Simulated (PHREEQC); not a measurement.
Dissolve 0.98 mol/kgw HF, 0.0001 mol/kgw (NH4)2SiF6, 0.037 mol/kgw H3BO3 and 0.00041 mol/kgw H2SO4 at 44 °C. Closed to the air; pH follows from the charge balance.

Equilibrium calculation in PHREEQC: ion-association model, wateq4f.dat.

```json
[
 {"quantity": "ionic strength (mol/kgw)", "before": "0.0524", "after": "0.0443"},
 {"quantity": "HF (mol/kgw)", "before": "0.398", "after": "0.214"},
 {"quantity": "H2F2 (mol/kgw)", "before": "0.205", "after": "0.0593"},
 {"quantity": "HF2- (mol/kgw)", "before": "0.00914", "after": "0.00305"},
 {"quantity": "F- (mol/kgw)", "before": "0.00533", "after": "0.00331"},
 {"quantity": "SI of Quartz (SiO2)", "before": "-10.47", "after": "-8.96"}
]
```

**Question.** What was changed between the two runs?
A) temperature from 44 to 35 °C
B) HF from 0.98 to 0.49 mol/kgw
C) diluted 100-fold with water
D) H3BO3 from 0.037 to 0.0407 mol/kgw

**Answer.** B, HF from 0.98 to 0.49 mol/kgw

Precipitation was switched off in this run. wateq4f.dat counts part of the HF as a dimer, H2F2, which phreeqc.dat doesn't know; its constant is uncertain. At this temperature some constants are extrapolated from 25 °C, and those without enthalpy data are left unchanged. SiF6-2 is the database's only silicon fluoride. Real BF4- forms and hydrolyses slowly; the run takes it at equilibrium.
